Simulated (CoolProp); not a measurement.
Cyclohexane along the isotherm 346.5 K: fugacity coefficient from the reference equation and from simpler models built on Tc = 553.6 K, pc = 4081 kPa, ω = 0.209; each cubic takes its own stable root.

Values from CoolProp's reference Helmholtz-energy equation of state, Zhou 2014.

```json
[
 {"p (kPa)": "19.4", "phase": "gas", "reference": "0.9926"},
 {"p (kPa)": "39.7", "phase": "gas", "reference": "0.9849"},
 {"p (kPa)": "168", "phase": "liquid", "reference": "0.4675"},
 {"p (kPa)": "344", "phase": "liquid", "reference": "0.2300"},
 {"p (kPa)": "707", "phase": "liquid", "reference": "0.1135"},
 {"p (kPa)": "1450", "phase": "liquid", "reference": "0.05703"},
 {"p (kPa)": "2980", "phase": "liquid", "reference": "0.02950"},
 {"p (kPa)": "6120", "phase": "liquid", "reference": "0.01628"}
]
```

**Question.** How far does each simpler model (van der Waals, Redlich-Kwong, Soave-Redlich-Kwong, Peng-Robinson) lie from the reference over these 8 states: mean and median of the absolute difference, and the worst?

**Answer.** 
- van der Waals: mean 272.4 %, median 359.0 %, worst +485.3 % at 346.5 K and 6120 kPa
- Redlich-Kwong: mean 44.0 %, median 57.7 %, worst +61.0 % at 346.5 K and 6120 kPa
- Soave-Redlich-Kwong: mean 0.8 %, median 0.5 %, worst +2.1 % at 346.5 K and 6120 kPa
- Peng-Robinson: mean 0.9 %, median 1.1 %, worst +1.6 % at 346.5 K and 168 kPa

At some of these states van der Waals gives the other phase, because its saturation line lies elsewhere.
